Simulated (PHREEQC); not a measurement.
A made-up water analysis in mg/L, 25 °C, pH 6.87, pe 10.3:

```
constituent           mg/L
------------------  ------
Na                    1.13
K                   0.0893
Ca                    14.4
Mg                    8.05
Cl                    32.8
S(6) as SO4           22.2
Alkalinity as HCO3    2.98
Br                    0.47
Si as SiO2            1.16
Zn                  0.0524
```

Valence states are taken as typed.

Equilibrium calculation in PHREEQC: ion-association model, wateq4f.dat.

Each row changes one thing in this solution. No solid was allowed to form.

| case | HCO3- (mol/kgw) | CO2 (mol/kgw) | MgSO4 (mol/kgw) | CaSO4 (mol/kgw) | CaHCO3+ (mol/kgw) | MgHCO3+ (mol/kgw) | SI of Quartz (SiO2) |
|---|---|---|---|---|---|---|---|
| as made | 4.85e-5 | 1.40e-5 | 1.05e-5 | 9.70e-6 | 1.76e-7 | 1.48e-7 | -0.73 |
| pH from 6.87 to 7.87 at the same alkalinity | 4.67e-5 | 1.34e-6 | 1.05e-5 | 9.70e-6 | 1.69e-7 | 1.43e-7 | -0.74 |
| Alkalinity from 2.98 to 1.49 mg/L | 2.42e-5 | 6.98e-6 | 1.05e-5 | 9.71e-6 | 8.79e-8 | 7.42e-8 | -0.73 |
| pH from 6.87 to 6.57 at the same alkalinity | 4.87e-5 | 2.80e-5 | 1.05e-5 | 9.70e-6 | 1.76e-7 | 1.49e-7 | -0.73 |
